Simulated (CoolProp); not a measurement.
Saturation properties of methane (Tc = 190.6 K, pc = 4599 kPa, ω = 0.011).

Values from CoolProp's reference Helmholtz-energy equation of state, Setzmann 1991.

| T (K) | p (kPa) | liquid density (kg/m³) | liquid cp (kJ/(kg K)) | vapour Z | liquid viscosity (µPa s) |
|---|---|---|---|---|---|
| 135.4 | 501.4 | ? | 3.734 | ? | 73.8 |
| 139.9 | 637.9 | 377.0 | 3.811 | 0.8709 | 68.2 |
| 144.3 | 795.7 | 369.0 | 3.901 | 0.8498 | 63.3 |
| 148.8 | 984.6 | 360.3 | 4.013 | 0.8260 | 58.6 |
| 153.2 | 1199 | 351.3 | 4.149 | 0.8006 | 54.3 |
| 157.7 | 1450 | 341.6 | 4.326 | 0.7721 | 50.1 |
| 162.1 | 1730 | 331.3 | 4.551 | 0.7414 | ? |
| 166.6 | 2055 | 319.9 | 4.863 | 0.7068 | 42.4 |
| 171 | 2413 | 307.6 | 5.303 | 0.6691 | 38.7 |
| 175.5 | 2825 | 293.2 | 6.008 | ? | 35.0 |
| 179.9 | 3274 | 276.6 | 7.252 | 0.5750 | 31.2 |
| 184.4 | ? | 254.9 | 10.32 | 0.5109 | 27.0 |

Task: Complete the blanks.

Result: 
- 135.4, liquid density (kg/m³): 385.0
- 135.4, vapour Z: 0.8906
- 162.1, liquid viscosity (µPa s): 46.3
- 175.5, vapour Z: 0.6252
- 184.4, p (kPa): 3789

It boils at 111.7 K under 1 atm.

Viscosity comes from a separate model (Quiñones-Cisneros 2006).
